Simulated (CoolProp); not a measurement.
Properties of C3F8 (R218) along the isobar 1.5 MPa.

The numbers come from the reference Helmholtz-energy equation of state, Lemmon 2006 in CoolProp. It is a short technical equation, of lower accuracy than the large ones.

```json
[
 {"T (°C)": "-57.75", "phase": "liquid", "Z": "0.09285", "cp (kJ/(kg K))": "0.9281", "cv (kJ/(kg K))": "0.6489"},
 {"T (°C)": "-51.15", "phase": "liquid", "Z": "0.09138", "cp (kJ/(kg K))": "0.9411", "cv (kJ/(kg K))": "0.6607"},
 {"T (°C)": "-44.55", "phase": "liquid", "Z": "0.09006", "cp (kJ/(kg K))": "0.9544", "cv (kJ/(kg K))": "0.6724"},
 {"T (°C)": "-37.95", "phase": "liquid", "Z": "0.08888", "cp (kJ/(kg K))": "0.9683", "cv (kJ/(kg K))": "0.6839"},
 {"T (°C)": "-31.35", "phase": "liquid", "Z": "0.08783", "cp (kJ/(kg K))": "0.9828", "cv (kJ/(kg K))": "0.6954"},
 {"T (°C)": "-24.75", "phase": "liquid", "Z": "0.08692", "cp (kJ/(kg K))": "0.9979", "cv (kJ/(kg K))": "0.7069"},
 {"T (°C)": "-18.15", "phase": "liquid", "Z": "0.08615", "cp (kJ/(kg K))": "1.014", "cv (kJ/(kg K))": "0.7183"},
 {"T (°C)": "-11.65", "phase": "liquid", "Z": "0.08553", "cp (kJ/(kg K))": "1.030", "cv (kJ/(kg K))": "0.7295"},
 {"T (°C)": "-5.05", "phase": "liquid", "Z": "0.08505", "cp (kJ/(kg K))": "1.048", "cv (kJ/(kg K))": "0.7409"},
 {"T (°C)": "1.55", "phase": "liquid", "Z": "0.08473", "cp (kJ/(kg K))": "1.068", "cv (kJ/(kg K))": "0.7524"},
 {"T (°C)": "8.15", "phase": "liquid", "Z": "0.08459", "cp (kJ/(kg K))": "1.089", "cv (kJ/(kg K))": "0.7640"}
]
```
